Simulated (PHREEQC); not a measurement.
Make-up at 25 °C: 0.00099 mol/kgw NaOH, 0.00011 mol/kgw NaAlO2 and 0.013 mol/kgw Na2CO3. Closed to the air; pH follows from the charge balance.

The numbers come from PHREEQC with the ion-association model, phreeqc.dat.

No solid was allowed to form.

Question: Order these C species by the share of C that they hold, largest first: CO3-2, HCO3-, NaCO3-.

Answer: CO3-2 (75 %), NaCO3- (18 %), HCO3- (6.5 %)

The pH is 11.18 and the ionic strength 0.0345 mol/kgw.
